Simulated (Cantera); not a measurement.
Feed: 1 mol FeS2, 0.18 mol H2S, 0.55 mol O2, 0.25 mol SO2, at 750 K and 3300 Torr.

Method: chemical equilibrium by Gibbs-energy minimisation in Cantera with the NASA 1993 tables (ideal gas, pure condensed phases). Candidate condensed phases: Fe, FeO, Fe(OH)2, Fe(OH)3, FeS, FeSO4, FeS2, Fe2O3, Fe2(SO4)3, Fe3O4, H2O, H2SO4, S; 22 gas species. Gases not in the tables: S3 to S7. The numbers say what is thermodynamically allowed, not how fast it happens.

Base state: SO2 0.780, H2O 0.219, H2S 0.000566, S2 0.000174, S2O 0.000132 (mole fractions); condensed: FeS2(s) + Fe3O4(s).

Question: What changes in the equilibrium state with this change: FeS2 replaced by MgO?

Answer: 
| species | before | after |
|---|---|---|
| H2O | 0.219 | 0.735 |
| O2 | <1e-9 | 0.265 |
| SO2 | 0.780 | <1e-9 |
| H2S | 0.000566 | <1e-9 |
| S2 | 0.000174 | <1e-9 |
| S2O | 0.000132 | <1e-9 |
| FeS2(s), mol | 0.895 | 0 |
| Fe3O4(s), mol | 0.0351 | 0 |
| MgO(s), mol | 0 | 0.570 |
| MgSO4(s), mol | 0 | 0.430 |
Further candidate phases: Mg, MgO, Mg(OH)2, MgS, MgSO4.
